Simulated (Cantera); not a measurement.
Cantera run, input and output.

```python
import numpy as np
import cantera as ct

gas = ct.Solution("gri30.yaml", transport_model="mixture-averaged")
show = ['H2O', 'H', 'C2H2']

rows = []
print(f"{'T/K':>7s}{'rho':>11s}{'cp':>10s}{'mu':>11s}{'lambda':>11s}{'Pr':>7s}" + "".join(f"{'D_' + s:>11s}" for s in show))
for T in [400, 600, 800, 1000, 1200, 1400, 1600, 1800]:
    gas.TPX = T, 13332, {'C3H8': 0.67, 'N2': 0.29, 'C2H2': 0.1}
    Pr = gas.cp_mass * gas.viscosity / gas.thermal_conductivity
    D = [gas.mix_diff_coeffs_mole[gas.species_index(s)] for s in show]
    rows.append([gas.density, gas.cp_mass, gas.viscosity, gas.thermal_conductivity, Pr, *D])
    print(f"{T:7g}{gas.density:11.4e}{gas.cp_mass:10.1f}{gas.viscosity:11.4e}"
          f"{gas.thermal_conductivity:11.4e}{Pr:7.3f}" + "".join(f"{d:11.4e}" for d in D))
print("SI units: kg/m3, J/kg/K, Pa s, W/m/K, m2/s")
```

Result:

```
    T/K        rho        cp         mu     lambda     Pr      D_H2O        D_H     D_C2H2
    400 1.5230e-01    1901.4 1.2940e-05 3.1702e-02  0.776 1.8464e-04 1.0096e-03 1.3700e-04
    600 1.0154e-01    2501.1 1.8124e-05 5.5117e-02  0.822 4.0371e-04 2.0826e-03 2.8648e-04
    800 7.6151e-02    2960.0 2.2576e-05 7.8360e-02  0.853 6.8853e-04 3.4308e-03 4.7540e-04
   1000 6.0921e-02    3309.5 2.6541e-05 1.0071e-01  0.872 1.0301e-03 5.0230e-03 6.9899e-04
   1200 5.0768e-02    3551.0 3.0157e-05 1.2201e-01  0.878 1.4225e-03 6.8381e-03 9.5414e-04
   1400 4.3515e-02    3752.0 3.3511e-05 1.4227e-01  0.884 1.8615e-03 8.8613e-03 1.2386e-03
   1600 3.8076e-02    3917.4 3.6663e-05 1.6151e-01  0.889 2.3440e-03 1.1081e-02 1.5507e-03
   1800 3.3845e-02    4051.8 3.9652e-05 1.7980e-01  0.894 2.8676e-03 1.3488e-02 1.8892e-03
SI units: kg/m3, J/kg/K, Pa s, W/m/K, m2/s
```

Computed with Cantera and GRI-Mech 3.0 (53 species, 325 reactions). The composition is frozen, though it would react at the higher temperatures.
